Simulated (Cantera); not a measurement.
A perfectly stirred reactor is fed with H2 : O2 : N2 = 1.7 : 1 : 0.69 (molar parts), at 0.180 bar; it is held at 1125 K, and followed from long to short residence time.

Cantera simulation using the H2/O2 subset of GRI-Mech 3.0, which has no nitrogen chemistry; the numbers are that mechanism's predictions, not measurements. The temperature is held fixed by assumption; the heat of reaction is taken as removed at once.

Question: Predict: x(H2) at τ = 2.70 s; x(O2) at τ = 2.70 s; x(HO2) at τ = 2.70 s; x(H) at τ = 2.70 s; x(OH) at τ = 2.70 s; x(H2) at τ = 36.0 ms; x(O2) at τ = 36.0 ms; x(HO2) at τ = 36.0 ms; x(H) at τ = 36.0 ms; x(OH) at τ = 36.0 ms.

Answer: 
```
Quantity                  Value
---------------------  --------
x(H2) at τ = 2.70 s    0.000600
x(O2) at τ = 2.70 s      0.0593
x(HO2) at τ = 2.70 s    1.09e-5
x(H) at τ = 2.70 s      1.47e-5
x(OH) at τ = 2.70 s    0.000200
x(H2) at τ = 36.0 ms    0.00863
x(O2) at τ = 36.0 ms     0.0628
x(HO2) at τ = 36.0 ms   3.67e-5
x(H) at τ = 36.0 ms     0.00103
x(OH) at τ = 36.0 ms   0.000983
```
